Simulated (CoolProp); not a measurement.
The numbers come from the reference Helmholtz-energy equation of state, Lemmon 2006 in CoolProp. It is a short technical equation, of lower accuracy than the large ones.

Task: Give the vapour pressure (bar), liquid density (kg/m³), liquid cp (kJ/(kg K)) of saturated CH3F (R41) at -85.25, -71.05, -63.85 °C.

Result: 
```tsv
T (°C)	p (bar)	liquid density (kg/m³)	liquid cp (kJ/(kg K))
-85.25	0.682	895	2.06
-71.05	1.49	866	2.08
-63.85	2.12	850	2.10
```
